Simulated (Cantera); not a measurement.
An adiabatic, constant-volume homogeneous reactor starts with 3.64 % CH4, 20.2 % O2, 76.1 % N2, equivalence ratio 0.36, at 1598 K and 76000 Pa.

Detailed kinetics in Cantera: GRI-Mech 3.0 (53 species, 325 reactions).

Question: Predict: time of steepest temperature rise; temperature at 0.900 s; equilibrium temperature; x(O2) at 0.900 s; x(H2O) at 0.900 s.

Answer: 
```
Quantity                                                           Value
---------------------------------  -------------------------------------
time of steepest temperature rise                               0.488 ms
temperature at 0.900 s                                            2432 K
equilibrium temperature                                           2432 K
x(O2) at 0.900 s                     0.119 (gas-phase equilibrium 0.119)
x(H2O) at 0.900 s                  0.0674 (gas-phase equilibrium 0.0674)
```
